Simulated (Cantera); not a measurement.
A closed system holds: 1 mol Si, 1.8 mol O2, 16 mol H2, equilibrated at 100000 Pa.

These are equilibrium values from Cantera (NASA tables, ideal gas, pure condensed phases), not measurements of a reactor. Candidate condensed phases: H2O, Si, SiO2; 18 gas species. The numbers say what is thermodynamically allowed, not how fast it happens. All values below are at 800 °C.

Base state: H2 0.900, H2O 0.100 (mole fractions); condensed: SiO2(β-quartz).

**Question.** What changes in the equilibrium state with this change: O2 from 1.8 to 0.0054 mol?

**Answer.** 
```csv
species,before,after
H2,0.900,1.000
H2O,0.100,5.19e-9
"SiO2(β-quartz), mol",1.00,0.00540
"Si(s), mol",0,0.995
```
Mutual solubility and eutectic melting of coexisting phases are not modelled.

**Question.** What changes in the equilibrium state with this change: Si replaced by Cu?

**Answer.** 
```json
[
 {"species": "H2", "before": "0.900", "after": "0.775"},
 {"species": "H2O", "before": "0.100", "after": "0.225"},
 {"species": "SiO2(β-quartz), mol", "before": "1.00", "after": "0"},
 {"species": "Cu(s), mol", "before": "0", "after": "1.00"}
]
```
Further candidate phases: Cu, CuO, Cu(OH)2, Cu2O.

**Question.** What changes in the equilibrium state with this change: 0.76 mol CO2 added?

**Answer.** 
```tsv
species	before	after
H2	0.900	0.819
H2O	0.100	0.135
CO	0	0.0378
CO2	0	0.00675
CH4	0	0.000917
SiO2(β-quartz), mol	1.00	1.00
```
Further candidate phases: C, C6H6, C7H8, C8H18, SiC.
